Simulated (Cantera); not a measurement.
## Equilibrium for nitride etching: BN + Cl₂ + N₂

Input: 1 mol BN, 12 mol Cl₂, 12 mol N₂, at 5.30 mbar.

Equilibrium computed with Cantera from the NASA thermochemical tables; the gas is ideal and each condensed phase is pure. Candidate condensed phases: B, BN; 10 gas species. Kinetics and transport are ignored.

From 1198 K to 1648 K nothing is condensed. The main B-bearing gas is BCl₃ throughout.

```json
[
 {"T (K)": "1198", "log p Cl": "-3.67", "log p N₂": "-2.57", "log p Cl₂": "-2.66", "log p BCl₃": "-3.66"},
 {"T (K)": "1273", "log p Cl": "-3.36", "log p N₂": "-2.58", "log p Cl₂": "-2.70", "log p BCl₃": "-3.67"},
 {"T (K)": "1348", "log p Cl": "-3.10", "log p N₂": "-2.59", "log p Cl₂": "-2.76", "log p BCl₃": "-3.69"},
 {"T (K)": "1423", "log p Cl": "-2.90", "log p N₂": "-2.61", "log p Cl₂": "-2.85", "log p BCl₃": "-3.71"},
 {"T (K)": "1498", "log p Cl": "-2.74", "log p N₂": "-2.64", "log p Cl₂": "-3.00", "log p BCl₃": "-3.74"},
 {"T (K)": "1573", "log p Cl": "-2.63", "log p N₂": "-2.67", "log p Cl₂": "-3.20", "log p BCl₃": "-3.76"},
 {"T (K)": "1648", "log p Cl": "-2.56", "log p N₂": "-2.69", "log p Cl₂": "-3.45", "log p BCl₃": "-3.79"}
]
```
log p: log10 of the partial pressure in bar; nothing condenses.
